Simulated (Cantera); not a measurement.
Cantera run:

```python
import numpy as np
import cantera as ct

gas_names = """
    CL CL2 H HCL H2 Si SiCL SiCL2 SiCL3 SiCL4 SiH SiHCL3 SiH2 SiH2CL2 SiH3 SiH3CL SiH4 Si2 Si3
""".split()
cond_names = """
    Si(cr) Si(L)
""".split()


# ... load() reads the species with a 1 bar reference pressure and builds the phases ...
atoms = {
    'SiCl4': {'Si': 1, 'CL': 4},
    'H2': {'H': 2},
    'Cl2': {'CL': 2},
}
top_T = {}  # K; cautious upper limits of use, not melting points


# ... equilibrate(T, P, feed) seeds the gas with the atoms and calls Mixture.equilibrate('TP', solver="vcs", rtol=1e-11, max_steps=5000) ...
results = []
T = 1325  # K
P = 101325  # Pa
for m in [1, 1.3, 1.5, 1.8, 2.1, 2.3, 2.6, 2.8, 3.1, 3.3, 3.6, 3.9, 4.1]:
    feed = {'SiCl4': 1, 'H2': m, 'Cl2': 2.9}  # mol
    mix = equilibrate(T, P, feed)
    results.append((T, P, feed, dict(zip(mix.species_names, mix.species_moles))))

top = {s: max(r[3][s] / sum(r[3][g] for g in gas_names) for r in results) for s in gas_names}
cols = sorted((s for s in top if top[s] > 1e-05), key=lambda s: -top[s])[:5]
seen = [c for c in cond_names if any(r[3].get(c, 0) > 1e-12 for r in results)]
print("log10 of partial pressures in bar; condensed amounts in mol")
print(f"{'n(H2)':>10s}" + "".join(f"{s[:9]:>10s}" for s in cols + seen))
for T, P, feed, n in results:
    ng = sum(n[g] for g in gas_names)
    print(f"{feed['H2']:10.4g}" + "".join(f"{np.log10(max(n[s] / ng * P / 1e5, 1e-99)):10.3f}" for s in cols)
          + "".join(f"{n.get(c, 0):10.4g}" for c in seen))
```

It prints:

```
log10 of partial pressures in bar; condensed amounts in mol
     n(H2)       HCL       CL2     SiCL4        H2        CL
         1    -0.386    -0.413    -0.687    -8.461    -2.018
       1.3    -0.297    -0.514    -0.712    -8.184    -2.068
       1.5    -0.251    -0.589    -0.728    -8.017    -2.106
       1.8    -0.195    -0.718    -0.752    -7.776    -2.170
       2.1    -0.150    -0.880    -0.774    -7.524    -2.251
       2.3    -0.125    -1.020    -0.788    -7.333    -2.321
       2.6    -0.092    -1.346    -0.808    -6.941    -2.485
       2.8    -0.073    -1.848    -0.821    -6.401    -2.735
       3.1    -0.076    -6.708    -0.842    -1.547    -5.165
       3.3    -0.088    -7.022    -0.856    -1.257    -5.322
       3.6    -0.105    -7.283    -0.876    -1.031    -5.453
       3.9    -0.122    -7.454    -0.895    -0.893    -5.539
       4.1    -0.133    -7.544    -0.907    -0.824    -5.583
```

Equilibrium computed with Cantera from the NASA thermochemical tables; the gas is ideal and each condensed phase is pure. The tables' values for SiCl3 are old estimates; treat these amounts as uncertain.
